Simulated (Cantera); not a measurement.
Feed: 1 mol C3H8, 0.064 mol H2O, 22 mol H2, held at 2002 °C and 10.0 mbar.

Cantera equilibrium calculation (NASA polynomials, part measured and part estimated; ideal gas, pure solids and liquids). Candidate condensed phases: C, C6H6, C7H8, C8H18, H2O; 110 gas species. Equilibrium is a limit: real reactors are often held back by kinetics, nucleation or transport.

### Question
What is the equilibrium state?

### Answer
```json
{
 "x(H2)": "0.913",
 "x(H)": "0.0811",
 "x(C2H2 (acetylene))": "0.00348",
 "x(CO)": "0.00235",
 "x(C2H)": "1.31e-5",
 "x(C4H2)": "5.42e-6",
 "x(CH3)": "3.15e-6",
 "x(CH4)": "1.88e-6",
 "x(C2H2 (vinylidene))": "1.17e-6",
 "n(C(graphite))": "2.74 mol",
 "gas_amount": "27.23 mol"
}
```
